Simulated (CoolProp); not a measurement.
Saturation properties of sulfur dioxide.

Computed with CoolProp (reference Helmholtz-energy equation of state, Gao 2016).

```
T (°C)   p (MPa)  liquid density (kg/m³)  vapour density (kg/m³)  enthalpy of vaporisation (kJ/kg)  surface tension (mN/m)
------  --------  ----------------------  ----------------------  --------------------------------  ----------------------
-60.85  0.005410                    1591                  0.1970                             432.2                    38.6
-35.65       [?]                    1528                  0.9127                             411.5                    33.6
-10.45   0.09936                    1463                   2.996                             389.9                    28.6
14.75     0.2745                    1395                   7.768                             366.6                    23.6
39.95     0.6293                    1324                   17.10                             340.4                    18.8
65.15      1.258                    1244                   33.70                               [?]                    14.0
90.35      2.268                    1153                   61.90                             273.4                    9.27
115.55     3.781                    1040                   110.6                               [?]                    4.72
```

### Question
What belongs in the gaps?

### Answer

- -35.65, p (MPa): 0.02782
- 65.15, enthalpy of vaporisation (kJ/kg): 310.1
- 115.55, enthalpy of vaporisation (kJ/kg): 226.0

It boils at -10.0 °C under 1 atm.

Surface tension comes from a separate correlation (Mulero 2012).
